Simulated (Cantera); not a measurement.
Input: 1 mol SiCl4, 1 mol Cl2, 2.1 mol H2, equilibrated at 1298 K and 1 atm.

These are equilibrium values from Cantera (NASA tables, ideal gas, pure condensed phases), not measurements of a reactor. The tables' values for SiCl3 are old estimates; treat these amounts as uncertain. The numbers say what is thermodynamically allowed, not how fast it happens.

| species | before | after |
|---|---|---|
| SiCl4 | 0.234 | 0.412 |
| HCl | 0.497 | 0.346 |
| Cl2 | 5.22e-9 | 0.236 |
| H2 | 0.260 | 2.80e-9 |
| SiHCl3 | 0.00553 | <1e-9 |
| SiCl2 | 0.000320 | <1e-9 |
| SiH2Cl2 | 1.84e-5 | <1e-9 |
| Cl | 8.75e-7 | 0.00588 |
| SiCl3 | 0.00354 | 9.27e-7 |
Gas species are given as mole fractions.

Task: Name the change that produced these shifts.
A. temperature from 1298 K to 1398 K
B. H2 from 2.1 to 0.42 mol
C. SiCl4 replaced by Si
D. temperature from 1298 K to 1473.15 K

Result: B, H2 from 2.1 to 0.42 mol
